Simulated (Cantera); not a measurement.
Source: NASA polynomial tables (part measured, part estimated), evaluated in Cantera. Values are per mole of reaction as written; species without (g) are pure solids or liquids, kept so even where they would boil at 1 bar.

10 N₂(g) + P₄O₁₀ = 10 N₂O(g) + P₄(g)

```csv
T (K),ΔH° (kJ),ΔS° (J/K),ΔG° (kJ),log10 K
300,3884.8,334.9,3784.3,-658.90
425,3878.4,317.2,3743.6,-460.10
450,3877.1,314.0,3735.8,-433.63
475,3875.6,310.9,3727.9,-409.94
500,3874.1,307.9,3720.2,-388.64
525,?,?,?,?
550,3870.9,301.8,3705.0,-351.86
575,?,?,?,?
```

Q: Complete the blanks.

A: 
- 525, ΔH° (kJ): 3872.6
- 525, ΔS° (J/K): 304.8
- 525, ΔG° (kJ): 3712.5
- 525, log10 K: -369.37
- 575, ΔH° (kJ): 3869.2
- 575, ΔS° (J/K): 298.8
- 575, ΔG° (kJ): 3697.4
- 575, log10 K: -335.88
